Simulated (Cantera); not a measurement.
A perfectly stirred reactor is fed with 3.54 % C₃H₈, 16.1 % O₂, 80.4 % N₂, equivalence ratio 1.1, at 9.87 atm; it is adiabatic with a 375 K inlet, and is followed from long to short residence time, starting on the burning branch (τ in s: 0.059, 0.032, 0.017, 0.009, 0.0048, 0.0025, 0.0014, 0.00072, 0.00038, 0.0002, 0.00011, 5.8e-05, 3.1e-05).

Model: GRI-Mech 3.0 (53 species, 325 reactions), integrated in Cantera. GRI-Mech 3.0 was tuned for natural gas; its chemistry of propane as a main component is partial and can be far from experiment.

x: mole fraction; the columns are a selection and need not sum to one.

```tsv
τ (s)	T (K)	x C₃H₈	x O₂	x N₂O	x H₂O	x NO
0.059	2039	2.03e-7	0.000132	3.60e-8	0.127	0.000113
0.032	2037	3.43e-7	0.000198	4.98e-8	0.126	0.000129
0.017	2034	5.81e-7	0.000301	6.90e-8	0.126	0.000146
0.0090	2031	9.74e-7	0.000459	9.42e-8	0.126	0.000162
0.0048	2026	1.61e-6	0.000692	1.25e-7	0.126	0.000177
0.0025	2019	___	___	___	0.125	0.000190
0.0014	2010	4.22e-6	0.00152	2.03e-7	0.125	0.000197
0.00072	1996	___	___	___	0.124	0.000197
0.00038	1978	1.19e-5	0.00339	2.89e-7	0.123	0.000186
0.00020	1953	2.08e-5	0.00508	3.21e-7	0.122	0.000162
0.00011	1916	3.80e-5	0.00772	3.34e-7	0.121	0.000122
5.8e-5	375	0.0354	0.161	<1e-12	<1e-12	<1e-12
3.1e-5	375	0.0354	0.161	<1e-12	<1e-12	<1e-12
```

### Question
Fill in the missing entries.

### Answer

- 0.0025, x C₃H₈: 2.68e-6
- 0.0025, x O₂: 0.00105
- 0.0025, x N₂O: 1.64e-7
- 0.00072, x C₃H₈: 7.11e-6
- 0.00072, x O₂: 0.00229
- 0.00072, x N₂O: 2.49e-7
